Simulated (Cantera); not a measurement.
An isothermal, constant-pressure homogeneous reactor starts with 2.25 % H2, 97.8 % O2, at 1150 K and 0.00200 bar.

Detailed kinetics in Cantera: GRI-Mech 3.0 (53 species, 325 reactions). Radical loss at walls, strong at low pressure, is not modelled.

x: mole fraction; the columns are a selection and need not sum to one.

| t (s) | x H2 | x O2 | x OH | x H | x O | x H2O2 |
|---|---|---|---|---|---|---|
| 1.00e-5 | 0.0225 | 0.978 | <1e-12 | 1.11e-11 | <1e-12 | <1e-12 |
| 2.89e-5 | 0.0225 | 0.978 | 1.27e-12 | 3.14e-11 | 1.27e-12 | <1e-12 |
| 8.38e-5 | 0.0225 | 0.978 | 1.00e-11 | 8.46e-11 | 1.02e-11 | <1e-12 |
| 0.000242 | 0.0225 | 0.978 | 7.10e-11 | 2.05e-10 | 7.41e-11 | <1e-12 |
| 0.000702 | 0.0225 | 0.978 | 4.12e-10 | 4.31e-10 | 4.64e-10 | <1e-12 |
| 0.00203 | 0.0225 | 0.978 | [?] | 1.10e-9 | 2.76e-9 | <1e-12 |
| 0.00588 | 0.0225 | 0.978 | [?] | 8.30e-9 | 3.11e-8 | 3.35e-12 |
| 0.0170 | 0.0225 | 0.978 | [?] | 1.85e-6 | 7.34e-6 | 2.94e-11 |
| 0.0492 | 0.000650 | 0.959 | [?] | 0.00300 | 0.0161 | 1.27e-8 |
| 0.143 | 0.000194 | 0.958 | 0.00142 | 0.00219 | 0.0173 | 6.28e-9 |
| 0.412 | 0.000177 | 0.960 | 0.00136 | 0.00191 | 0.0157 | 6.33e-9 |
| 1.19 | 0.000139 | 0.964 | [?] | 0.00130 | 0.0121 | 6.42e-9 |
| 3.46 | 7.60e-5 | 0.970 | [?] | 0.000509 | 0.00644 | 6.35e-9 |
| 10.0 | 2.30e-5 | 0.975 | [?] | 8.32e-5 | 0.00192 | 5.41e-9 |

Question: Some entries are withheld; supply them.

Answer: 
- 0.00203, x OH: 2.08e-9
- 0.00588, x OH: 2.03e-8
- 0.0170, x OH: 4.69e-6
- 0.0492, x OH: 0.00205
- 1.19, x OH: 0.00121
- 3.46, x OH: 0.000896
- 10.0, x OH: 0.000495
